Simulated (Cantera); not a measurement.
**Thermodynamics of tantalum, niobium, vanadium and zirconium in process gases, feed Ta(OEt)5 + CH4**

Feed: 1 mol Ta(OEt)5, 1.5 mol CH4, at 68.0 mbar.

Cantera equilibrium calculation (NASA polynomials, part measured and part estimated; ideal gas, pure solids and liquids). Candidate condensed phases: C, C6H6, C7H8, C8H18, H2O, Ta, TaC, Ta2O5; 113 gas species. The feed counts by its element totals alone. TaC: taken at fixed stoichiometry. Condensed phases not in the tables: Ta2C. Rates play no part.

From 1600 K to 2600 K the condensed part is C(graphite) + TaC(s).

| T (K) | x H2 | x CO | x H | x C2H2 (acetylene) | x C2H | x C4H2 | n C(graphite) | n TaC(s) |
|---|---|---|---|---|---|---|---|---|
| 1600 | 0.756 | 0.244 | 0.000181 | 2.08e-5 | 1.68e-11 | 2.21e-10 | 5.50 | 1.00 |
| 1700 | 0.756 | 0.244 | 0.000491 | 5.55e-5 | 2.01e-10 | 1.59e-9 | 5.50 | 1.00 |
| 1800 | 0.755 | 0.244 | 0.00119 | 0.000132 | 1.83e-9 | 9.17e-9 | 5.49 | 1.00 |
| 1900 | 0.753 | 0.244 | 0.00264 | 0.000288 | 1.32e-8 | 4.38e-8 | 5.49 | 1.00 |
| 2000 | 0.751 | 0.243 | 0.00540 | 0.000577 | 7.77e-8 | 1.78e-7 | 5.48 | 1.00 |
| 2100 | 0.746 | 0.243 | 0.0103 | 0.00108 | 3.86e-7 | 6.30e-7 | 5.46 | 1.00 |
| 2200 | 0.738 | 0.242 | 0.0186 | 0.00189 | 1.65e-6 | 1.97e-6 | 5.42 | 1.00 |
| 2300 | 0.725 | 0.240 | 0.0316 | 0.00313 | 6.17e-6 | 5.55e-6 | 5.37 | 1.00 |
| 2400 | 0.706 | 0.238 | 0.0513 | 0.00492 | 2.06e-5 | 1.41e-5 | 5.29 | 1.00 |
| 2500 | 0.679 | 0.234 | 0.0794 | 0.00734 | 6.17e-5 | 3.28e-5 | 5.18 | 1.00 |
| 2600 | 0.642 | 0.229 | 0.118 | 0.0104 | 0.000168 | 6.99e-5 | 5.03 | 1.00 |
x: gas mole fraction; n: condensed amount in mol.
